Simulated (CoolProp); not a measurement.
Saturation properties of CH2F2 (R32).

Values from CoolProp's reference Helmholtz-energy equation of state, Tillner-Roth 1997.

| T (°C) | p (MPa) | liquid density (kg/m³) | vapour density (kg/m³) | surface tension (mN/m) | liquid viscosity (µPa s) |
|---|---|---|---|---|---|
| -71.35 | 0.03314 | [?] | 1.049 | 24.6 | 404 |
| -59.05 | 0.06846 | 1233 | 2.069 | 22.1 | 334 |
| -46.85 | 0.1287 | 1200 | 3.740 | 19.7 | [?] |
| -34.55 | 0.2257 | 1164 | 6.364 | 17.3 | 237 |
| -22.35 | 0.3710 | 1128 | 10.23 | 15.0 | 202 |
| -10.15 | 0.5796 | 1089 | 15.79 | 12.8 | 173 |
| 2.15 | 0.8706 | 1048 | 23.66 | 10.6 | 148 |
| 14.35 | 1.257 | [?] | 34.51 | 8.53 | 128 |
| 26.65 | 1.766 | 954.1 | [?] | 6.53 | 109 |
| 38.85 | 2.410 | 898.7 | 70.85 | 4.66 | 93.4 |

**Question.** Some entries are withheld; supply them.

**Answer.** 
- -71.35, liquid density (kg/m³): 1266
- -46.85, liquid viscosity (µPa s): 280
- 14.35, liquid density (kg/m³): 1003
- 26.65, vapour density (kg/m³): 49.68

It boils at -51.7 °C under 1 atm.

Viscosity comes from a separate model (Bell 2016), an estimate that may be off by 10 % or more. Surface tension comes from a separate correlation (Mulero 2012).
